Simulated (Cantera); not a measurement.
A closed system holds: 1 mol SiF4, 0.9 mol N2, 31 mol NH3, held at 950 °C and 0.00760 bar.

These are equilibrium values from Cantera (NASA tables, ideal gas, pure condensed phases), not measurements of a reactor. Candidate condensed phases: Si, Si3N4; 37 gas species. The tables' values for SiF3 are old estimates; treat these amounts as uncertain. Kinetics and transport are ignored.

Base state: H2 0.726, N2 0.256, SiF4 0.0148, HF 0.00207, SiF3 0.000238, SiHF3 0.000220 (mole fractions); condensed: Si3N4(s).

What changes in the equilibrium state with this change: temperature from 950 °C to 850 °C?


| species | before | after |
|---|---|---|
| H2 | 0.726 | 0.727 |
| N2 | 0.256 | 0.256 |
| SiF4 | 0.0148 | 0.0152 |
| HF | 0.00207 | 0.00116 |
| SiF3 | 0.000238 | 4.82e-5 |
| SiHF3 | 0.000220 | 0.000123 |
| Si3N4(s), mol | 0.00852 | 0.00527 |
